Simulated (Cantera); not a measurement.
**Equilibrium for iron carbonyl, mercury and lead vapours: Pb + H2**

Charge: 1 mol Pb, 30 mol H2, held at 275 °C and 1 atm.

Equilibrium computed with Cantera from the NASA thermochemical tables; the gas is ideal and each condensed phase is pure. Candidate condensed phases: Pb; 4 gas species. The numbers say what is thermodynamically allowed, not how fast it happens.

The x(H2) comes out as 1.00, the n(Pb(s)) comes out as 1.00 mol and the gas amount is 30.00 mol.
